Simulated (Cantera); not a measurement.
Input (Python, Cantera):

```python
import numpy as np
import cantera as ct

gas = ct.Solution("gri30.yaml")
gas.TPX = 1048, 13332, {'CO': 0.0095, 'O2': 0.0077, 'H2O': 0.0013, 'N2': 1, 'H2': 0.019}
reactor = ct.IdealGasConstPressureReactor(gas, energy="off", clone=False)
net = ct.ReactorNet([reactor])
net.rtol, net.atol = 1e-08, 1e-18
show = ['CO', 'O2', 'H2O', 'OH', 'NO', 'H2O2']
times = np.geomspace(0.0001, 100, 10)

steps = ct.SolutionArray(gas, extra=["t"])
rows = []
print(f"{'t/s':>10s}{'T/K':>9s}{'P/Pa':>11s}" + "".join(f"{s:>11s}" for s in show))
for t in times:
    while net.time < t:
        t_next = net.step()
        steps.append(gas.state, t=t_next)
    rows.append([np.interp(t, steps.t, y) for y in (steps.T, steps.P, *steps(*show).X.T)])
    print(f"{t:10.3e}{rows[-1][0]:9.1f}{rows[-1][1]:11.4g}" + "".join(f"{x:11.3e}" for x in rows[-1][2:]))
rate = np.gradient(steps.T, steps.t)
print("integrator steps:", len(steps.t))
if steps.T.max() > steps.T[0] + 200:
    print(f"time of steepest temperature rise: {steps.t[rate.argmax()]:.4e} s")
gas.TPX = 1048, 13332, {'CO': 0.0095, 'O2': 0.0077, 'H2O': 0.0013, 'N2': 1, 'H2': 0.019}
gas.equilibrate("TP")
print(f"equilibrium (TP): T = {gas.T:.1f} K  " + "  ".join(f"{s} {gas[s].X[0]:.3e}" for s in show))
```

It prints:

```
       t/s      T/K       P/Pa         CO         O2        H2O         OH         NO       H2O2
 1.000e-04   1048.0  1.333e+04  9.157e-03  7.422e-03  1.253e-03  3.731e-13  3.712e-24  7.607e-16
 4.642e-04   1048.0  1.333e+04  9.157e-03  7.422e-03  1.253e-03  1.842e-12  7.285e-23  1.654e-14
 2.154e-03   1048.0  1.333e+04  9.157e-03  7.422e-03  1.253e-03  2.787e-11  2.933e-21  4.127e-13
 1.000e-02   1048.0  1.333e+04  9.155e-03  7.410e-03  1.271e-03  5.471e-07  1.063e-13  2.158e-09
 4.642e-02   1048.0  1.333e+04  4.942e-03  2.217e-05  1.183e-02  2.341e-05  6.108e-07  6.153e-10
 2.154e-01   1048.0  1.333e+04  4.128e-03  2.604e-07  1.111e-02  3.186e-06  6.323e-07  5.861e-11
 1.000e+00   1048.0  1.333e+04  3.932e-03  7.808e-09  1.092e-02  5.667e-07  6.249e-07  9.187e-12
 4.642e+00   1048.0  1.333e+04  3.860e-03  2.963e-10  1.085e-02  1.099e-07  5.906e-07  1.347e-12
 2.154e+01   1048.0  1.333e+04  3.828e-03  1.203e-11  1.082e-02  2.161e-08  4.927e-07  1.216e-13
 1.000e+02   1048.0  1.333e+04  3.812e-03  4.886e-13  1.080e-02  4.305e-09  2.945e-07  6.555e-15
integrator steps: 2290
equilibrium (TP): T = 1048.0 K  CO 3.791e-03  O2 1.301e-18  H2O 1.078e-02  OH 7.655e-12  NO 1.438e-13  H2O2 2.274e-20
```

Cantera simulation using GRI-Mech 3.0 (53 species, 325 reactions); the numbers are that mechanism's predictions, not measurements. Radical loss at walls, strong at low pressure, is not modelled.
